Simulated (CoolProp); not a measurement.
Oxygen along the isotherm 117.7 K: fugacity coefficient from the reference equation and from simpler models built on Tc = 154.6 K, pc = 50.46 bar, ω = 0.022; each cubic takes its own stable root.

Values from CoolProp's reference Helmholtz-energy equation of state, Schmidt 1985.

| p (bar) | phase | reference |
|---|---|---|
| 12.6 | liquid | 0.6239 |
| 25.2 | liquid | 0.3252 |
| 37.8 | liquid | 0.2259 |
| 50.5 | liquid | 0.1762 |
| 63.1 | liquid | 0.1469 |
| 75.7 | liquid | 0.1275 |
| 88.3 | liquid | 0.1138 |
| 101 | liquid | 0.1036 |
| 114 | liquid | 0.09568 |
| 126 | liquid | 0.08991 |

### Question
How far does each simpler model (van der Waals, Soave-Redlich-Kwong) lie from the reference over these 10 states: mean and median of the absolute difference, and the worst?

### Answer
- van der Waals: mean 70.6 %, median 72.8 %, worst +86.0 % at 117.7 K and 126 bar
- Soave-Redlich-Kwong: mean 1.3 %, median 1.3 %, worst +1.5 % at 117.7 K and 126 bar

At some of these states van der Waals gives the other phase, because its saturation line lies elsewhere.
